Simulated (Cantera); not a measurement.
Hydrocarbon pyrolysis for carbon deposition

A perfectly stirred reactor is fed with CH₄ : H₂ = 1 : 0.28 (molar parts), at 1700 Pa; it is held at 1998 K, and followed from long to short residence time.

Detailed kinetics in Cantera: GRI-Mech 3.0 (53 species, 325 reactions). GRI-Mech 3.0 stops at C3 and has no aromatics, soot or wall deposition, so with more carbon than oxygen in the feed, carbon stays in small species such as C2H2 where larger ones or solid carbon would form. Radical loss at walls, strong at low pressure, is not modelled.

```csv
τ (s),x CH₄,x H₂,x CH₃,x C₂H₄,x C₂H₂,x C₂H
4.8,0.00309,0.771,0.000657,2.92e-5,0.217,4.36e-5
1.9,0.00634,0.769,0.00111,4.66e-5,0.216,3.59e-5
0.76,0.0129,0.765,0.00186,9.53e-5,0.214,2.93e-5
0.30,0.0252,0.756,0.00306,0.000233,0.210,2.42e-5
0.12,0.0465,0.741,0.00488,0.000598,0.203,2.04e-5
0.049,0.0807,0.715,0.00753,0.00150,0.192,1.73e-5
0.019,0.139,0.670,0.0115,0.00381,0.172,1.41e-5
0.0077,0.226,0.604,0.0165,0.00864,0.142,1.06e-5
0.0031,0.359,0.503,0.0218,0.0170,0.0958,6.26e-6
```
x: mole fraction; the columns are a selection and need not sum to one.
